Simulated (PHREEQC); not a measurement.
## Acid mine or pickling water: speciation

Synthetic water in mg/L, 78 °C, pH 3.08, pe 10.7:

```csv
constituent,mg/L
Na,122
K,145
Ca,319
Mg,52.2
Cl,225
S(6) as SO4,1370
Fe(3),85.7
O(0) (dissolved oxygen),0.606
Cu(2),4.38
Cd,6.39
```

Na is adjusted to close the charge balance.
Valence states are taken as typed.

The numbers come from PHREEQC with the ion-association model, wateq4f.dat.

The ionic strength is 0.0394 mol/kgw and the total alkalinity is -3.68 meq/kg.

| species | molality | activity | log γ |
|---|---|---|---|
| SO4-2 | 0.00815 | 0.00373 | -0.340 |
| Cl- | 0.00635 | 0.00515 | -0.091 |
| Na+ | 0.00537 | 0.00441 | -0.086 |
| Ca+2 | 0.00521 | 0.00243 | -0.332 |
| K+ | 0.00352 | 0.00285 | -0.091 |
| CaSO4 | 0.00272 | 0.00275 | 0.004 |
| HSO4- | 0.00143 | 0.00117 | -0.087 |
| MgSO4 | 0.00122 | 0.00123 | 0.004 |

This is a speciation only: nothing precipitates in the calculation. The solution is supersaturated, for example in Jarosite-K, Jarosite-Na, so a real one may precipitate; this is no full list. Species that the database lacks are ignored. Constants without temperature data keep their 25 °C values here.
